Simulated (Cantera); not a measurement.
A closed system holds: 1 mol borazine, 0.059 mol O2, 0.22 mol N2, equilibrated at 0.133 bar.

Method: chemical equilibrium by Gibbs-energy minimisation in Cantera with the NASA 1993 tables (ideal gas, pure condensed phases). Candidate condensed phases: B, BN, B2O3, B3O3H3, H2O; 39 gas species. The feed counts by its element totals alone. The tables' values for BH2 are old estimates; treat these amounts as uncertain. Kinetics and transport are ignored. All values below are at 1898 K.

Base state: H2 0.887, N2 0.0820, HBO 0.0227, HBO2 0.00207, H 0.00202, B2O2 0.00187, B2O3 0.00122, BO 0.000830 (mole fractions); condensed: BN(s).

Task: What changes in the equilibrium state with this change: O2 from 0.059 to 1.3 mol?

Result: 
| species | before | after |
|---|---|---|
| H2 | 0.887 | 0.549 |
| N2 | 0.0820 | 0.230 |
| B2O3 | 0.00122 | 0.0932 |
| HBO2 | 0.00207 | 0.0348 |
| B2O2 | 0.00187 | 0.0238 |
| HBO | 0.0227 | 0.0638 |
| B3O3H3 | 1.16e-6 | 2.56e-5 |
| H2O | 0.000309 | 0.00114 |
| BN(s), mol | 2.89 | 1.14 |
| B2O3(l), mol | 0 | 0.0919 |
Mutual solubility and eutectic melting of coexisting phases are not modelled.
